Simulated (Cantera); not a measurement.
Mixture: 4.81 % CH₄, 1.11 % C₂H₆, 14.7 % O₂, 79.4 % N₂, equivalence ratio 0.92, at 1.01 bar, adiabatic and at constant pressure. Ignition delay is the time to a rise of 400 K.

Model: GRI-Mech 3.0 (53 species, 325 reactions), integrated in Cantera.

**Question.** Predict: delay at 1175 K; delay at 1250 K; delay at 1325 K; delay at 1400 K; delay at 1475 K; apparent activation energy between 1325 and 1475 K.

**Answer.** 
```json
{
 "delay at 1175 K": "4.55 ms",
 "delay at 1250 K": "1.70 ms",
 "delay at 1325 K": "0.789 ms",
 "delay at 1400 K": "0.412 ms",
 "delay at 1475 K": "0.229 ms",
 "apparent activation energy between 1325 and 1475 K": "130 kJ/mol"
}
```
